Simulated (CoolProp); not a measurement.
Carbonyl sulfide at 298.15 K and 4.21 MPa is throttled through a valve to 2.55 MPa with no heat exchange. Each further row changes one setting.

The numbers come from the reference Helmholtz-energy equation of state, Lemmon 2006 in CoolProp. It is a short technical equation, of lower accuracy than the large ones.

```tsv
case	temperature change (K)	final phase	final density (kg/m³)
as stated	(withheld)	liquid	995
outlet pressure 0.765 MPa	-19.4	(withheld)	189
outlet pressure 3.31 MPa	+0.1	liquid	(withheld)
```

What belongs in the gaps?


- as stated, temperature change (K): +0.2
- outlet pressure 0.765 MPa, final phase: two-phase, vapour fraction 0.099
- outlet pressure 3.31 MPa, final density (kg/m³): 998
